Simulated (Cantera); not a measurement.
# Low-pressure radical oxidation in H2/O2

An isothermal, constant-pressure homogeneous reactor starts with H₂ : O₂ = 0.21 : 1 (molar parts), at 1450 K and 11.3 Torr.

Computed with Cantera and GRI-Mech 3.0 (53 species, 325 reactions). Radical loss at walls, strong at low pressure, is not modelled. The temperature is held fixed by assumption; the heat of reaction is taken as removed at once.

```csv
t (s),x H₂,x O₂,x H₂O,x H₂O₂,x H,x OH,x HO₂
0.00100,0.00792,0.708,0.136,1.69e-7,0.0432,0.0179,5.00e-6
0.00246,0.00756,0.715,0.139,1.71e-7,0.0395,0.0176,5.04e-6
0.00605,0.00670,0.728,0.147,1.74e-7,0.0315,0.0167,5.12e-6
0.0149,0.00484,0.754,0.161,1.71e-7,0.0180,0.0144,5.07e-6
0.0366,0.00219,0.785,0.177,1.39e-7,0.00506,0.00989,4.18e-6
0.0902,0.000539,0.803,0.186,7.72e-8,0.000596,0.00496,2.11e-6
0.222,0.000102,0.808,0.189,3.29e-8,4.88e-5,0.00217,6.56e-7
0.546,2.16e-5,0.809,0.189,1.32e-8,4.73e-6,0.000999,2.16e-7
1.34,5.70e-6,0.810,0.190,5.78e-9,6.41e-7,0.000514,1.41e-7
3.30,2.20e-6,0.810,0.190,3.55e-9,1.54e-7,0.000319,1.63e-7
8.13,1.66e-6,0.810,0.190,3.23e-9,1.01e-7,0.000277,1.78e-7
20.0,1.64e-6,0.810,0.190,3.22e-9,9.97e-8,0.000276,1.78e-7
```
x: mole fraction; the columns are a selection and need not sum to one.

Equilibrium at this temperature and pressure: H₂ 1.64e-6, O₂ 0.810, H₂O 0.190, H₂O₂ 3.22e-9, H 9.97e-8, OH 0.000276, HO₂ 1.78e-7 (gas phase only).
